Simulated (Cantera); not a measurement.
Input (Python, Cantera) and output of one run.

```python
import numpy as np
import cantera as ct

gas_names = """
    H HO2 H2 H2O H2O2 Mg MgH MgO MgOH MgO2H2 Mg2 O OH O2 O3
""".split()
cond_names = """
    H2O(s) H2O(L) Mg(cr) Mg(L) MgO(s) MgO(L) MgO2H2(s)
""".split()


def load(file, names, dense=False):
    # The tables refer to 1 bar. Condensed volumes are neglected.
    table = {s.name: s for s in ct.Species.list_from_file(file)}
    out = []
    for n in names:
        d = dict(table[n].input_data)
        d["thermo"] = dict(d["thermo"], **{"reference-pressure": 1e5})
        if dense:
            d["equation-of-state"] = {"model": "constant-volume", "density": "1e6 g/cm^3"}
        out.append(ct.Species.from_dict(d))
    return out


gas = ct.Solution(thermo="ideal-gas", species=load("nasa_gas.yaml", gas_names))
cond = {s.name: ct.Solution(thermo="fixed-stoichiometry", species=[s], name=s.name)
        for s in load("nasa_condensed.yaml", cond_names, dense=True)}
atoms = {
    'Mg(OH)2': {'Mg': 1, 'O': 2, 'H': 2},
    'H2O': {'H': 2, 'O': 1},
}
top_T = {}  # K; cautious upper limits of use, not melting points


def equilibrate(T, P, feed):
    n = {}
    for name, mol in feed.items():
        for a, k in atoms[name].items():
            n[a] = n.get(a, 0.0) + k * mol
    gas.TPX = T, P, n
    mass = sum(n.values()) * gas.mean_molecular_weight
    gas.equilibrate("TP")
    valid = [c for c in cond.values() if c.min_temp <= T <= top_T.get(c.name, c.max_temp)]
    mix = ct.Mixture([(gas, mass / gas.mean_molecular_weight)] + [(c, 0.0) for c in valid])
    mix.T, mix.P = T, P
    mix.equilibrate("TP", solver="vcs", rtol=1e-11, max_steps=5000)
    return mix


results = []
feed = {'Mg(OH)2': 1, 'H2O': 0.19}  # mol
P = 380000  # Pa
for T in [750, 850, 950, 1050, 1150, 1250, 1350, 1450, 1550, 1650, 1750, 1850, 1950, 2050]:
    mix = equilibrate(T, P, feed)
    results.append((T, P, feed, dict(zip(mix.species_names, mix.species_moles))))
    x = sorted(zip(gas.X, gas.species_names), reverse=True)
    print(f"T = {T:g} K  P = {P:g} Pa  gas = {mix.phase_moles(0):.4g} mol")
    print("   x: " + "  ".join(f"{s} {v:.3e}" for v, s in x if v > 1e-05))
    print("   condensed (mol): " + ("  ".join(f"{mix.phase(i).name} {mix.phase_moles(i):.4g}"
          for i in range(1, mix.n_phases) if mix.phase_moles(i) > 1e-12) or "none"))
```

Output:

```
T = 750 K  P = 380000 Pa  gas = 1.19 mol
   x: H2O 1.000e+00
   condensed (mol): MgO(s) 1
T = 850 K  P = 380000 Pa  gas = 1.19 mol
   x: H2O 1.000e+00
   condensed (mol): MgO(s) 1
T = 950 K  P = 380000 Pa  gas = 1.19 mol
   x: H2O 1.000e+00
   condensed (mol): MgO(s) 1
T = 1050 K  P = 380000 Pa  gas = 1.19 mol
   x: H2O 1.000e+00
   condensed (mol): MgO(s) 1
T = 1150 K  P = 380000 Pa  gas = 1.19 mol
   x: H2O 1.000e+00
   condensed (mol): MgO(s) 1
T = 1250 K  P = 380000 Pa  gas = 1.19 mol
   x: H2O 1.000e+00
   condensed (mol): MgO(s) 1
T = 1350 K  P = 380000 Pa  gas = 1.19 mol
   x: H2O 1.000e+00  H2 2.862e-05  O2 1.338e-05
   condensed (mol): MgO(s) 1
T = 1450 K  P = 380000 Pa  gas = 1.19 mol
   x: H2O 9.999e-01  H2 8.010e-05  O2 3.681e-05  OH 1.300e-05
   condensed (mol): MgO(s) 1
T = 1550 K  P = 380000 Pa  gas = 1.19 mol
   x: H2O 9.997e-01  H2 1.968e-04  O2 8.873e-05  OH 3.871e-05
   condensed (mol): MgO(s) 1
T = 1650 K  P = 380000 Pa  gas = 1.19 mol
   x: H2O 9.993e-01  H2 4.342e-04  O2 1.920e-04  OH 1.010e-04
   condensed (mol): MgO(s) 1
T = 1750 K  P = 380000 Pa  gas = 1.191 mol
   x: H2O 9.985e-01  H2 8.768e-04  O2 3.799e-04  OH 2.359e-04
   condensed (mol): MgO(s) 1
T = 1850 K  P = 380000 Pa  gas = 1.191 mol
   x: H2O 9.971e-01  H2 1.642e-03  O2 6.970e-04  OH 5.024e-04  H 1.120e-05  MgO2H2 1.066e-05
   condensed (mol): MgO(s) 1
T = 1950 K  P = 380000 Pa  gas = 1.192 mol
   x: H2O 9.949e-01  H2 2.886e-03  O2 1.199e-03  OH 9.890e-04  H 3.159e-05  MgO2H2 2.591e-05
   condensed (mol): MgO(s) 1
T = 2050 K  P = 380000 Pa  gas = 1.193 mol
   x: H2O 9.913e-01  H2 4.799e-03  O2 1.954e-03  OH 1.820e-03  H 8.062e-05  MgO2H2 5.755e-05  O 2.206e-05
   condensed (mol): MgO(s) 0.9999
```

Cantera equilibrium calculation (NASA polynomials, part measured and part estimated; ideal gas, pure solids and liquids).
